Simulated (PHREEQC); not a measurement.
Solution (25 °C): 0.21 mol/kgw NaH2PO4 and 0.00045 mol/kgw K2HPO4. Closed to the air; pH follows from the charge balance.

All values are PHREEQC results (ion-association model, phreeqc.dat), not measurements.

```json
[
 {"quantity": "pH", "before": "4.50", "after": "9.60"},
 {"quantity": "ionic strength (mol/kgw)", "before": "0.212", "after": "0.211"},
 {"quantity": "HPO4-2 (mol/kgw)", "before": "0.00105", "after": "0.000397"},
 {"quantity": "KHPO4- (mol/kgw)", "before": "5.11e-7", "after": "1.94e-7"},
 {"quantity": "PO4-3 (mol/kgw)", "before": "9.08e-11", "after": "4.34e-6"}
]
```

Q: Name the change that produced these shifts.
A. temperature from 25 to 15 °C
B. K2HPO4 from 0.00045 to 9e-05 mol/kgw
C. NaH2PO4 replaced by NaHS at the same molality
D. NaH2PO4 replaced by Na2SO4 at the same molality
E. K2HPO4 replaced by K2SiO3 at the same molality

A: C, NaH2PO4 replaced by NaHS at the same molality

This is a speciation only: nothing precipitates in the calculation.
